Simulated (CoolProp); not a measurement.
Model: reference Helmholtz-energy equation of state, Akasaka 2022, in CoolProp.

Problem. For R1233zd(E), give the phase and the cv (kJ/(kg K)), expansivity (1/kK), fugacity coefficient at 321.5 K and 0.474 MPa; 374.1 K and 0.474 MPa; 416.2 K and 0.474 MPa.

Solution. 
- 321.5 K and 0.474 MPa: liquid; cv 0.853, expansivity 2.19, fugacity coefficient 0.548
- 374.1 K and 0.474 MPa: gas; cv 0.846, expansivity 3.61, fugacity coefficient 0.920
- 416.2 K and 0.474 MPa: gas; cv 0.889, expansivity 2.94, fugacity coefficient 0.944
